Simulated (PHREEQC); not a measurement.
Dissolve 0.0026 mol HF, 0.00052 mol (CH3)4NF and 0.084 mol HCl per kg of water at 25 °C. Closed to the air; pH follows from the charge balance.

The numbers come from PHREEQC with the ion-association model, wateq4f.dat.

| quantity | before | after |
|---|---|---|
| pH | 1.16 | 3.07 |
| ionic strength (mol/kgw) | 0.0840 | 0.00140 |
| F- (mol/kgw) | 3.83e-5 | 0.00139 |
| H2F2 (mol/kgw) | 2.44e-5 | 7.49e-6 |
| HF2- (mol/kgw) | 4.54e-7 | 9.06e-6 |

Q: Name the change that produced these shifts.
A) temperature from 25 to 45 °C
B) HCl left out
C) HF from 0.0026 to 0.0039 mol/kgw
D) temperature from 25 to 20 °C
E) HF left out

A: B, HCl left out

No solid was allowed to form. (CH3)4N+ isn't in the database: it is added as a free cation with an ion size of 4 Å.
